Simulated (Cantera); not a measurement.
Charge: 1 mol Si3N4, 0.0085 mol O2, 27 mol H2, at 13300 Pa.

These are equilibrium values from Cantera (NASA tables, ideal gas, pure condensed phases), not measurements of a reactor. Candidate condensed phases: H2O, Si, SiO2, Si2N2O, Si3N4; 35 gas species. Mutual solubility and eutectic melting of coexisting phases are not modelled. Equilibrium is a limit: real reactors are often held back by kinetics, nucleation or transport.

Task: At 1498 K, list the 3 most abundant gas species with their mole fractions, and the condensed phases.

Result: H2 1.000, N2 0.000342, H 4.71e-5. Condensed: Si(s) + Si2N2O(s) + Si3N4(s).
